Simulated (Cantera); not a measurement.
A closed system holds: 1 mol CH2F2, 0.081 mol H2, at 2650 °C and 0.100 bar.

Equilibrium computed with Cantera from the NASA thermochemical tables; the gas is ideal and each condensed phase is pure. Candidate condensed phases: C, C6H6, C7H8, C8H18; 95 gas species. Rates play no part.

Base state: HF 0.910, H 0.0527, H2 0.0181, F 0.0142, CF 0.00140, C3 0.00134, C2H2 (acetylene) 0.000893, C2H 0.000400 (mole fractions); condensed: C(graphite).

Task: What changes in the equilibrium state with this change: CH2F2 replaced by C2F6?

Result: 
| species | before | after |
|---|---|---|
| F | 0.0142 | 0.589 |
| CF2 | 0.000181 | 0.309 |
| CF | 0.00140 | 0.0578 |
| HF | 0.910 | 0.0357 |
| H2 | 0.0181 | 1.62e-8 |
| H | 0.0527 | 4.99e-5 |
| CF4 | <1e-9 | 0.00251 |
| C2H2 (acetylene) | 0.000893 | <1e-9 |
| C(graphite), mol | 0.981 | 0.284 |
The feed counts by its element totals alone. Gases not in the tables: C2F6 and larger saturated fluorocarbons.

Task: What changes in the equilibrium state with this change: CH2F2 replaced by CCl4?

Result: 
```json
[
 {"species": "Cl", "before": "0", "after": "0.957"},
 {"species": "HCl", "before": "0", "after": "0.0361"},
 {"species": "H", "before": "0.0527", "after": "0.00396"},
 {"species": "HF", "before": "0.910", "after": "0"},
 {"species": "F", "before": "0.0142", "after": "0"},
 {"species": "H2", "before": "0.0181", "after": "0.000102"},
 {"species": "CF", "before": "0.00140", "after": "0"},
 {"species": "Cl2", "before": "0", "after": "0.00131"},
 {"species": "C(graphite), mol", "before": "0.981", "after": "0.980"}
]
```
The tables' values for CCl are old estimates; treat these amounts as uncertain.
